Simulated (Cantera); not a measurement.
SiHCl3 + H2 (silicon epitaxy and polysilicon growth)

A closed system holds: 1 mol SiHCl3, 9.1 mol H2, at 2.55 Torr.

Equilibrium computed with Cantera from the NASA thermochemical tables; the gas is ideal and each condensed phase is pure. Candidate condensed phases: Si; 19 gas species. The tables' values for SiCl3, SiCl are old estimates; treat these amounts as uncertain. Kinetics and transport are ignored.

From 975 K to 1525 K the condensed part is Si(s). The main Si-bearing gas is SiCl4 at 975 K and SiCl2 at 1525 K. The share of Si in condensed phases is highest at 1125 K (35.0 %) and lowest at 1525 K (22.5 %).

| T (K) | log p H2 | log p HCl | log p SiCl2 | log p SiCl4 | log p SiHCl3 | log p SiCl3 | log p H | n Si(s) |
|---|---|---|---|---|---|---|---|---|
| 975 | -2.51 | -3.95 | -5.18 | -3.73 | -4.54 | -5.18 | -10.20 | 0.297 |
| 1025 | -2.52 | -3.78 | -4.79 | -3.78 | -4.58 | -4.95 | -9.62 | 0.323 |
| 1075 | -2.53 | -3.64 | -4.46 | -3.86 | -4.66 | -4.76 | -9.10 | 0.343 |
| 1125 | -2.54 | -3.53 | -4.19 | -3.99 | -4.77 | -4.64 | -8.62 | 0.350 |
| 1175 | -2.55 | -3.44 | -3.98 | -4.19 | -4.92 | -4.58 | -8.19 | 0.339 |
| 1225 | -2.56 | -3.39 | -3.84 | -4.47 | -5.14 | -4.60 | -7.78 | 0.317 |
| 1275 | -2.56 | -3.36 | -3.75 | -4.81 | -5.41 | -4.69 | -7.41 | 0.293 |
| 1325 | -2.56 | -3.35 | -3.70 | -5.20 | -5.70 | -4.82 | -7.07 | 0.274 |
| 1375 | -2.56 | -3.35 | -3.67 | -5.58 | -5.99 | -4.96 | -6.75 | 0.259 |
| 1425 | -2.57 | -3.35 | -3.65 | -5.96 | -6.28 | -5.10 | -6.45 | 0.246 |
| 1475 | -2.57 | -3.35 | -3.64 | -6.32 | -6.55 | -5.24 | -6.17 | 0.235 |
| 1525 | -2.57 | -3.36 | -3.63 | -6.65 | -6.81 | -5.38 | -5.91 | 0.225 |
log p: log10 of the partial pressure in bar; n: condensed amount in mol.
